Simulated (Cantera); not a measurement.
A freely propagating, adiabatic, planar premixed flame of CH4 : C2H6 : O2 : N2 = 1 : 0.055 : 1.99 : 8.17 (molar parts), unburnt at 400 K and 90.0 Torr; mixture-averaged transport, grid criteria slope 0.08 and curve 0.16, no radiation.

Cantera simulation using GRI-Mech 3.0 (53 species, 325 reactions); the numbers are that mechanism's predictions, not measurements. Burning velocities carry a grid error of a few per cent, more on coarse grids.

x: mole fraction of selected species; z is measured from the peak of heat release.

| z (mm) | T (K) | u (m/s) | x CH4 | x C2H6 | x O2 | x HCN | x CO2 | x CO |
|---|---|---|---|---|---|---|---|---|
| -7.86 | 400 | 0.828 | 0.0891 | 0.00490 | 0.177 | <1e-8 | <1e-8 | 2.50e-7 |
| -5.24 | 400 | 0.830 | 0.0889 | 0.00489 | 0.177 | <1e-8 | 2.21e-7 | 5.96e-6 |
| -3.93 | 403 | 0.839 | 0.0885 | 0.00488 | 0.176 | <1e-8 | 3.43e-6 | 5.89e-5 |
| -2.62 | 448 | 0.937 | 0.0857 | 0.00481 | 0.173 | 2.72e-8 | 0.000119 | 0.00104 |
| -1.31 | 846 | 1.81 | 0.0634 | 0.00423 | 0.144 | 6.82e-7 | 0.00312 | 0.0145 |
| -0.655 | 1260 | 2.73 | 0.0360 | 0.00216 | 0.104 | 1.98e-6 | 0.00919 | 0.0344 |
| 0 | [?] | 3.58 | [?] | [?] | [?] | 4.17e-6 | [?] | 0.0554 |
| 0.655 | 1794 | 3.93 | 0.000958 | 9.12e-7 | 0.0291 | 4.16e-6 | 0.0314 | 0.0580 |
| 1.31 | 1826 | 3.99 | 4.87e-5 | <1e-8 | 0.0184 | 2.17e-6 | 0.0414 | 0.0508 |
| 2.62 | 1846 | 4.02 | 1.13e-7 | <1e-8 | 0.0133 | 4.21e-7 | 0.0522 | 0.0413 |
| 5.24 | 1865 | 4.05 | <1e-8 | <1e-8 | [?] | [?] | 0.0577 | 0.0363 |
| 10.5 | 1890 | 4.09 | <1e-8 | <1e-8 | 0.0109 | <1e-8 | 0.0591 | 0.0352 |
| 21.0 | 1928 | 4.17 | <1e-8 | <1e-8 | 0.00979 | <1e-8 | 0.0599 | 0.0346 |

Q: Complete the blanks.

A: 
- 0, T (K): 1637
- 0, x CH4: 0.00968
- 0, x C2H6: 0.000157
- 0, x O2: 0.0572
- 0, x CO2: 0.0195
- 5.24, x O2: 0.0118
- 5.24, x HCN: 2.32e-8
